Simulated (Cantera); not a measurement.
An isothermal, constant-pressure homogeneous reactor starts with CH₄ : H₂O : N₂ = 1 : 0.8 : 0.028 (molar parts), at 1325 K and 12.0 bar.

Computed with Cantera and GRI-Mech 3.0 (53 species, 325 reactions). The pressure lies above the range GRI-Mech 3.0 was tuned for (to about 10 atm).

x: mole fraction; the columns are a selection and need not sum to one.

```json
[
 {"t (s)": "4.00e-6", "x CH₄": "0.547", "x H₂O": "0.438", "x C₂H": "<1e-12", "x C₂H₆": "4.68e-11", "x CH₂": "<1e-12", "x C₂H₂": "<1e-12"},
 {"t (s)": "1.37e-5", "x CH₄": "0.547", "x H₂O": "0.438", "x C₂H": "<1e-12", "x C₂H₆": "1.87e-9", "x CH₂": "<1e-12", "x C₂H₂": "<1e-12"},
 {"t (s)": "4.68e-5", "x CH₄": "0.547", "x H₂O": "0.438", "x C₂H": "<1e-12", "x C₂H₆": "6.98e-8", "x CH₂": "<1e-12", "x C₂H₂": "<1e-12"},
 {"t (s)": "0.000160", "x CH₄": "0.547", "x H₂O": "0.438", "x C₂H": "<1e-12", "x C₂H₆": "1.58e-6", "x CH₂": "1.11e-12", "x C₂H₂": "4.22e-12"},
 {"t (s)": "0.000548", "x CH₄": "0.547", "x H₂O": "0.438", "x C₂H": "<1e-12", "x C₂H₆": "1.08e-5", "x CH₂": "1.37e-12", "x C₂H₂": "1.72e-10"},
 {"t (s)": "0.00187", "x CH₄": "0.547", "x H₂O": "0.438", "x C₂H": "<1e-12", "x C₂H₆": "4.27e-5", "x CH₂": "1.46e-12", "x C₂H₂": "3.62e-9"},
 {"t (s)": "0.00641", "x CH₄": "0.547", "x H₂O": "0.438", "x C₂H": "<1e-12", "x C₂H₆": "0.000145", "x CH₂": "1.76e-12", "x C₂H₂": "8.89e-8"},
 {"t (s)": "0.0219", "x CH₄": "0.546", "x H₂O": "0.438", "x C₂H": "<1e-12", "x C₂H₆": "[?]", "x CH₂": "2.55e-12", "x C₂H₂": "[?]"},
 {"t (s)": "0.0750", "x CH₄": "0.542", "x H₂O": "0.437", "x C₂H": "<1e-12", "x C₂H₆": "0.000710", "x CH₂": "3.48e-12", "x C₂H₂": "0.000104"},
 {"t (s)": "0.256", "x CH₄": "0.530", "x H₂O": "0.434", "x C₂H": "<1e-12", "x C₂H₆": "0.000679", "x CH₂": "4.62e-12", "x C₂H₂": "[?]"},
 {"t (s)": "0.877", "x CH₄": "0.490", "x H₂O": "0.425", "x C₂H": "3.53e-12", "x C₂H₆": "0.000668", "x CH₂": "9.82e-12", "x C₂H₂": "0.00804"},
 {"t (s)": "3.00", "x CH₄": "0.417", "x H₂O": "0.409", "x C₂H": "8.48e-12", "x C₂H₆": "0.00179", "x CH₂": "1.79e-11", "x C₂H₂": "0.0123"}
]
```

Task: Some entries are withheld; supply them.

Result: 
- 0.0219, x C₂H₆: 0.000412
- 0.0219, x C₂H₂: 3.08e-6
- 0.256, x C₂H₂: 0.00165
